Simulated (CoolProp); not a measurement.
Saturation properties of n-nonane (Tc = 321.4 °C, pc = 22.82 bar, ω = 0.443).

Computed with CoolProp (reference Helmholtz-energy equation of state, Lemmon 2006). It is a short technical equation, of lower accuracy than the large ones.

```csv
T (°C),p (bar),vapour density (kg/m³),surface tension (mN/m),liquid conductivity (mW/(m K))
42.35,0.01610,0.07893,20.7,122
72.45,0.07035,0.3167,18.0,114
102.55,0.2307,0.9670,15.3,107
132.65,0.6111,2.422,12.7,101
162.75,1.377,5.253,10.2,95.4
192.85,2.743,10.28,7.80,89.9
222.95,4.965,18.78,5.57,84.5
253.05,8.351,33.11,3.51,79.1
283.15,13.28,59.16,1.69,73.2
```

It boils at 150.8 °C under 1 atm.

Thermal conductivity comes from a separate model (Huber 2005). Surface tension comes from a separate correlation (Mulero 2012).
